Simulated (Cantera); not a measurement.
Adiabatic ignition

An adiabatic, constant-volume homogeneous reactor starts with CO : H₂ : CH₄ : O₂ : N₂ = 1 : 0.13 : 0.049 : 2.07 : 7.79 (molar parts), equivalence ratio 0.32, at 950 K and 4.93 atm.

Cantera simulation using GRI-Mech 3.0 (53 species, 325 reactions); the numbers are that mechanism's predictions, not measurements. Below about 1000 K GRI-Mech 3.0 lacks low-temperature oxidation paths.

| t (s) | T (K) | P (bar) | x CO | x H₂ | x CH₄ | x HCN | x C₂H₆ | x HO₂ |
|---|---|---|---|---|---|---|---|---|
| 2.00e-6 | 950 | 5.00 | 0.0906 | 0.0118 | 0.00444 | <1e-12 | <1e-12 | 1.61e-11 |
| 4.68e-6 | 950 | 5.00 | 0.0906 | 0.0118 | 0.00444 | <1e-12 | <1e-12 | 7.09e-11 |
| 1.10e-5 | 950 | 5.00 | 0.0906 | 0.0118 | 0.00444 | <1e-12 | <1e-12 | 2.82e-10 |
| 2.57e-5 | 950 | 5.00 | 0.0906 | 0.0118 | 0.00444 | <1e-12 | <1e-12 | 9.17e-10 |
| 6.02e-5 | 950 | 5.00 | 0.0906 | 0.0118 | 0.00444 | <1e-12 | <1e-12 | 2.56e-9 |
| 0.000141 | 950 | 5.00 | 0.0906 | 0.0118 | 0.00444 | <1e-12 | <1e-12 | 6.84e-9 |
| 0.000330 | 950 | 5.00 | 0.0906 | 0.0118 | 0.00444 | <1e-12 | 1.20e-12 | 1.86e-8 |
| 0.000773 | 950 | 5.00 | 0.0906 | 0.0118 | 0.00444 | <1e-12 | 1.06e-11 | 5.36e-8 |
| 0.00181 | 950 | 5.00 | 0.0906 | 0.0118 | 0.00444 | <1e-12 | 1.41e-10 | 1.85e-7 |
| 0.00424 | 950 | 5.00 | 0.0906 | 0.0118 | 0.00444 | <1e-12 | 4.69e-9 | 1.06e-6 |
| 0.00993 | 952 | 5.01 | 0.0905 | 0.0117 | 0.00443 | <1e-12 | 1.52e-7 | 6.25e-6 |
| 0.0233 | 971 | 5.11 | 0.0895 | 0.0113 | 0.00428 | <1e-12 | 1.38e-6 | 1.96e-5 |
| 0.0545 | 2084 | 10.4 | 0.000221 | 9.69e-6 | <1e-12 | <1e-12 | <1e-12 | 2.33e-6 |
| 0.128 | 2080 | 10.4 | 0.000215 | 9.47e-6 | <1e-12 | <1e-12 | <1e-12 | 2.29e-6 |
| 0.299 | 2074 | 10.4 | 0.000206 | 9.11e-6 | <1e-12 | <1e-12 | <1e-12 | 2.22e-6 |
| 0.700 | 2068 | 10.3 | 0.000197 | 8.77e-6 | <1e-12 | <1e-12 | <1e-12 | 2.15e-6 |
x: mole fraction; the columns are a selection and need not sum to one.

```json
{
  "time_of_steepest_temperature_rise": "32.6 ms",
  "temperature at 0.700 s": "2068 K",
  "equilibrium_temperature": "2065 K",
  "x(CO) at 0.700 s": "0.000197 (gas-phase equilibrium 0.000194)",
  "x(H₂) at 0.700 s": "8.77e-6 (gas-phase equilibrium 8.65e-6)",
  "x(CH₄) at 0.700 s": "<1e-12 (gas-phase equilibrium <1e-12)"
}
```
